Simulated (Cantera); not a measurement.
## N2O furnace oxynitridation

A perfectly stirred reactor is fed with N₂O : N₂ = 1 : 0.9 (molar parts), at 4.43 Torr; it is held at 1550 K, and followed from long to short residence time.

Detailed kinetics in Cantera: GRI-Mech 3.0 (53 species, 325 reactions). GRI-Mech 3.0 was tuned for natural gas; its chemistry of N2O as a main component is partial and can be far from experiment. Radical loss at walls, strong at low pressure, is not modelled. The temperature is held fixed by assumption; the heat of reaction is taken as removed at once.

```tsv
τ (s)	x N₂O	x O	x O₂	x N₂	x NO	x NO₂
3.8	0.135	0.000114	0.112	0.668	0.0845	9.20e-6
1.8	0.222	0.000114	0.0874	0.624	0.0658	6.00e-6
0.90	0.313	0.000114	0.0614	0.580	0.0463	3.35e-6
0.44	0.394	0.000114	0.0379	0.539	0.0285	1.57e-6
0.22	0.451	0.000114	0.0216	0.511	0.0163	6.72e-7
0.11	0.486	0.000113	0.0116	0.494	0.00875	2.68e-7
0.051	0.507	0.000112	0.00557	0.483	0.00420	8.72e-8
0.025	0.517	0.000111	0.00274	0.478	0.00207	2.73e-8
0.012	0.522	0.000108	0.00129	0.476	0.000973	7.21e-9
0.0060	0.524	0.000102	0.000613	0.475	0.000463	1.80e-9
0.0029	0.525	9.13e-5	0.000267	0.474	0.000201	3.59e-10
```
x: mole fraction; the columns are a selection and need not sum to one.
